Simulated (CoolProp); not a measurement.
Values from CoolProp's reference Helmholtz-energy equation of state, Lemmon 2016.

Task: For R115, give the phase and the Joule-Thomson coefficient (K/MPa) at 491.4 K and 49.6 kPa; 463.8 K and 1150 kPa.

Result: 
- 491.4 K and 49.6 kPa: gas; Joule-Thomson coefficient 3.74
- 463.8 K and 1150 kPa: gas; Joule-Thomson coefficient 4.48
